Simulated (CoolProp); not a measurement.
Carbon monoxide along the isotherm 146.9 K: fugacity coefficient from the reference equation and from simpler models built on Tc = 132.9 K, pc = 3498 kPa, ω = 0.050; each cubic takes its own stable root.

Model: reference Helmholtz-energy equation of state, Lemmon 2006, in CoolProp. It is a short technical equation, of lower accuracy than the large ones.

```
p (kPa)          phase  reference
-------  -------------  ---------
27.7               gas     0.9980
52.4               gas     0.9963
99.4               gas     0.9930
188                gas     0.9867
357                gas     0.9749
677                gas     0.9526
1280               gas     0.9112
2430               gas     0.8341
4610     supercritical     0.6926
8750     supercritical     0.4868
```

How far does each simpler model (Redlich-Kwong, Peng-Robinson) lie from the reference over these 10 states: mean and median of the absolute difference, and the worst?


- Redlich-Kwong: mean 0.2 %, median 0.1 %, worst -0.7 % at 146.9 K and 4610 kPa
- Peng-Robinson: mean 1.4 %, median 0.6 %, worst -4.4 % at 146.9 K and 8750 kPa
